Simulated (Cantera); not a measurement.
Input: 1 mol CH3SiH3, 0.21 mol C2H2, 21 mol H2, 0.04 mol CO2, held at 0.00133 bar.

Equilibrium computed with Cantera from the NASA thermochemical tables; the gas is ideal and each condensed phase is pure. Candidate condensed phases: C, C6H6, C7H8, C8H18, H2O, Si, SiC, SiO2; 123 gas species. The feed counts by its element totals alone. Mutual solubility and eutectic melting of coexisting phases are not modelled. Equilibrium is a limit: real reactors are often held back by kinetics, nucleation or transport.

### Question
Which condensed phases are stable at each of these points (T (K)): 1023, 1098, 1173, 1248, 1323, 1398, 1473, 1548, 1623, 1698, 1773, 1848, 1923, 1998?

### Answer
| T (K) | condensed phases | Si condensed (%) |
|---|---|---|
| 1023 | C(graphite) + SiC(s) + SiO2(β-quartz) | 100.0 |
| 1098 | C(graphite) + SiC(s) + SiO2(β-quartz) | 100.0 |
| 1173 | C(graphite) + SiC(s) | 100.0 |
| 1248 | C(graphite) + SiC(s) | 100.0 |
| 1323 | C(graphite) + SiC(s) | 100.0 |
| 1398 | C(graphite) + SiC(s) | 100.0 |
| 1473 | C(graphite) + SiC(s) | 100.0 |
| 1548 | C(graphite) + SiC(s) | 100.0 |
| 1623 | C(graphite) + SiC(s) | 100.0 |
| 1698 | C(graphite) + SiC(s) | 99.9 |
| 1773 | C(graphite) + SiC(s) | 99.9 |
| 1848 | C(graphite) + SiC(s) | 99.6 |
| 1923 | C(graphite) + SiC(s) | 98.5 |
| 1998 | C(graphite) + SiC(s) | 95.1 |

From 1023 K to 1098 K the condensed part is C(graphite) + SiC(s) + SiO2(β-quartz). From 1173 K to 1998 K the condensed part is C(graphite) + SiC(s).
